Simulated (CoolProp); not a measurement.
Propylene along the isobar 1.01 bar: fugacity coefficient from the reference equation and from simpler models built on Tc = 91.1 °C, pc = 45.55 bar, ω = 0.146; each cubic takes its own stable root.

Model: reference Helmholtz-energy equation of state, Lemmon 2013, in CoolProp.

| T (°C) | phase | reference |
|---|---|---|
| -163.55 | liquid | 5.016e-6 |
| -150.55 | liquid | 7.480e-5 |
| -137.65 | liquid | 0.0006184 |
| -124.65 | liquid | 0.003427 |
| -111.75 | liquid | 0.01377 |
| -98.75 | liquid | 0.04408 |
| -85.85 | liquid | 0.1163 |
| -72.85 | liquid | 0.2668 |
| -59.95 | liquid | 0.5401 |
| -47.05 | gas | 0.9657 |
| -34.05 | gas | 0.9714 |
| -21.15 | gas | 0.9759 |
| -8.15 | gas | 0.9795 |
| 4.75 | gas | 0.9823 |

### Question
How far does each simpler model (van der Waals, Redlich-Kwong, Soave-Redlich-Kwong) lie from the reference over these 14 states: mean and median of the absolute difference, and the worst?

### Answer
- van der Waals: mean 28469.2 %, median 499.6 %, worst +299142.4 % at -163.55 °C and 1.01 bar
- Redlich-Kwong: mean 16.5 %, median 13.6 %, worst -55.2 % at -163.55 °C and 1.01 bar
- Soave-Redlich-Kwong: mean 1.8 %, median 1.0 %, worst +10.6 % at -163.55 °C and 1.01 bar

At some of these states van der Waals gives the other phase, because its saturation line lies elsewhere.
